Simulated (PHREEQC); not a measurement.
Consider water at 25 °C with 0.1 mol/kgw HF and 0.027 mol/kgw NaF. Closed to the air; pH follows from the charge balance.

All values are PHREEQC results (ion-association model, phreeqc.dat), not measurements.

No solid was allowed to form.

**Question.** Order these F species by the share of F that they hold, largest first: HF, NaF, F-, HF2-.

**Answer.** HF (70 %), F- (18 %), HF2- (12 %), NaF (0.20 %)

The pH is 2.50 and the ionic strength 0.0303 mol/kgw.
